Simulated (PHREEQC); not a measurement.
# Acid rinse or clean: speciation

Make-up at 25 °C: 0.029 mol HCl and 0.11 mol ZnSO4 per kg of water. Closed to the air; pH follows from the charge balance.

Computed with PHREEQC (ion-association model, phreeqc.dat).

- pH: 1.95
- ionic strength: 0.245 mol/kgw
- density: 1.015 g/cm³
- total alkalinity: -29.0 meq/kg

```tsv
species	molality	activity	log γ
Zn+2	0.0609	0.0169	-0.557
ZnSO4	0.0372	0.0394	0.025
SO4-2	0.0367	0.00995	-0.567
Cl-	0.0277	0.0194	-0.155
HSO4-	0.0147	0.0109	-0.131
H+	0.0143	0.0113	-0.103
Zn(SO4)2-2	0.0107	0.00318	-0.526
ZnCl+	0.00125	0.000881	-0.153
```

Precipitation was switched off in this run. Complexes and solids missing from the database can't appear.
